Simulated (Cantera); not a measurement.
Input: 1 mol V2O3, 360 mol H2, 0.049 mol H2O, equilibrated at 0.000320 bar.

Method: chemical equilibrium by Gibbs-energy minimisation in Cantera with the NASA 1993 tables (ideal gas, pure condensed phases). Candidate condensed phases: H2O, V, VO, V2O3, V2O4, V2O5; 12 gas species. VO: taken at fixed stoichiometry. Kinetics and transport are ignored.

x: gas mole fraction; n: condensed amount in mol.

| T (K) | x H2 | x H | x VO | x H2O | x VO2 | x V | x OH | n VO(s) |
|---|---|---|---|---|---|---|---|---|
| 1600 | 0.994 | 0.00303 | 2.37e-6 | 0.00290 | 8.01e-6 | 3.60e-8 | 3.46e-7 | 2.00 |
| 1675 | 0.991 | 0.00646 | 1.40e-5 | 0.00287 | 3.27e-5 | 3.49e-7 | 9.05e-7 | 1.98 |
| 1750 | 0.984 | 0.0129 | 7.02e-5 | 0.00278 | 0.000115 | 2.82e-6 | 2.14e-6 | 1.93 |
| 1825 | 0.972 | ? | ? | ? | ? | ? | ? | ? |
| 1900 | 0.952 | ? | ? | ? | ? | ? | ? | ? |
| 1975 | 0.920 | 0.0733 | 0.00318 | 0.00180 | 0.00156 | 0.000582 | 1.37e-5 | 0 |
| 2050 | 0.874 | 0.119 | 0.00312 | 0.00198 | 0.00140 | 0.000683 | 2.93e-5 | 0 |

Question: Complete the blanks.

Answer: 
- 1900, x H: 0.0433
- 1900, x VO: 0.00118
- 1900, x H2O: 0.00212
- 1900, x VO2: 0.000855
- 1900, x V: 0.000134
- 1900, x OH: 7.90e-6
- 1900, n VO(s): 1.20
- 1825, x H: 0.0243
- 1825, x VO: 0.000307
- 1825, x H2O: 0.00255
- 1825, x VO2: 0.000344
- 1825, x V: 2.01e-5
- 1825, x OH: 4.45e-6
- 1825, n VO(s): 1.76
